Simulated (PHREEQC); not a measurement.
Buffer with nickel, zinc or cadmium bath: an equilibrium model

Solution A (0.0012 mol/kgw H3PO4 and 5.9e-05 mol/kgw Na2SO4) is mixed with solution B (0.0057 mol/kgw NiCl2, 0.0052 mol/kgw KCl and 0.0017 mol/kgw HCl) at 25 °C; shares are by mass of water, 1 kg in all. Oxygen is held at 0.21 atm. The system is closed to CO2. Solids allowed: Ni(OH)2, Ni3(PO4)2, Ni4(OH)6SO4, Halite, Mirabilite, Morenosite. Others were left out.

The numbers come from PHREEQC with the ion-association model, wateq4f.dat.

```tsv
share of solution B	pH	SO4-2 (mol/kgw)	H3PO4 (mol/kgw)	NiSO4 (mol/kgw)	HSO4- (mol/kgw)
0	3.00	5.42e-5	0.000150	0	4.73e-6
0.05	2.99	4.99e-5	0.000143	1.80e-6	4.25e-6
0.1	2.98	4.60e-5	0.000136	3.04e-6	3.88e-6
0.15	2.97	4.25e-5	0.000130	3.92e-6	3.56e-6
0.2	2.96	3.92e-5	0.000124	4.54e-6	3.28e-6
0.25	2.95	3.60e-5	0.000118	4.94e-6	3.02e-6
0.3	2.94	3.31e-5	0.000111	5.18e-6	2.78e-6
0.35	2.93	3.02e-5	0.000105	5.28e-6	2.56e-6
0.4	2.93	2.75e-5	9.80e-5	5.27e-6	2.34e-6
0.45	2.92	2.49e-5	9.11e-5	5.15e-6	2.13e-6
0.5	2.91	2.24e-5	8.39e-5	4.96e-6	1.93e-6
0.55	2.90	1.99e-5	7.66e-5	4.68e-6	1.73e-6
0.6	2.89	1.75e-5	6.90e-5	4.35e-6	1.53e-6
0.65	2.88	1.51e-5	6.12e-5	3.95e-6	1.34e-6
0.7	2.87	1.28e-5	5.32e-5	3.51e-6	1.15e-6
0.75	2.86	1.06e-5	4.49e-5	3.01e-6	9.56e-7
0.8	2.86	8.41e-6	3.64e-5	2.48e-6	7.65e-7
0.85	2.85	6.26e-6	2.77e-5	1.91e-6	5.75e-7
0.9	2.84	4.14e-6	1.87e-5	1.30e-6	3.84e-7
0.95	2.83	2.05e-6	9.49e-6	6.66e-7	1.92e-7
1	2.82	0	0	0	0
```

Species that the database lacks are ignored. H3PO4, which wateq4f.dat lacks, is added to it with the constant of phreeqc.dat. The database has no phosphate complexes of Ni.
